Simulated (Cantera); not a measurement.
Feed: 1 mol SiO2, 1.9 mol CH4, 17 mol N2, equilibrated at 75.0 Torr.

Equilibrium computed with Cantera from the NASA thermochemical tables; the gas is ideal and each condensed phase is pure. Candidate condensed phases: C, C6H6, C7H8, C8H18, H2O, Si, SiC, SiO2, Si2N2O, Si3N4; 151 gas species. N2 is the only nitrogen source here; it is nearly inert below about 1500 K, so the nitride shown seldom forms there in practice. Rates play no part. All values below are at 1050 °C.

Base state: N2 0.757, H2 0.174, CO 0.0688, HCN 9.30e-5, CH4 2.06e-5 (mole fractions); condensed: C(graphite) + Si2N2O(s).

What changes in the equilibrium state with this change: pressure from 75.0 Torr to 750 Torr?


| species | before | after |
|---|---|---|
| N2 | 0.757 | 0.763 |
| H2 | 0.174 | 0.175 |
| CO | 0.0688 | 0.0625 |
| CH4 | 2.06e-5 | 0.000207 |
| H2O | 8.79e-6 | 8.00e-5 |
| CO2 | 1.87e-6 | 1.54e-5 |
| HCN | 9.30e-5 | 9.35e-5 |
| C(graphite), mol | 0.398 | 0.537 |
| Si2N2O(s), mol | 0.500 | 0.453 |
| SiO2(β-quartz), mol | 0 | 0.0941 |
Mutual solubility and eutectic melting of coexisting phases are not modelled. The tables hold silica as quartz up to 1696 K and as liquid above; real silica turns to tridymite and cristobalite and melts near 1996 K.
